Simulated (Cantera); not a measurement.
Charge: 1 mol ZrO₂, 580 mol H₂, 0.45 mol H₂O, at 1700 °C and 23.0 mbar.

These are equilibrium values from Cantera (NASA tables, ideal gas, pure condensed phases), not measurements of a reactor. Candidate condensed phases: H₂O, Zr, ZrO₂; 12 gas species. Equilibrium is a limit: real reactors are often held back by kinetics, nucleation or transport.

Q: What is the equilibrium state?

A: 
- x(H₂) = 0.990
- x(H) = 0.00885
- x(H₂O) = 0.000771
- n(ZrO₂(tetragonal)) = 1.000 mol
- gas amount = 583.0 mol
- log10 activity of Zr(β) (absent) = -5.93
